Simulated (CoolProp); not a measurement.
Model: reference Helmholtz-energy equation of state, Akasaka 2023, in CoolProp.

**Question.** For R1224YDZ, give the phase and the speed of sound (m/s), isothermal compressibility (1/MPa) at 262.4 K and 244 kPa; 238.9 K and 11.7 kPa.

**Answer.** 
- 262.4 K and 244 kPa: liquid; speed of sound 756, isothermal compressibility 0.00170
- 238.9 K and 11.7 kPa: liquid; speed of sound 850, isothermal compressibility 0.00131
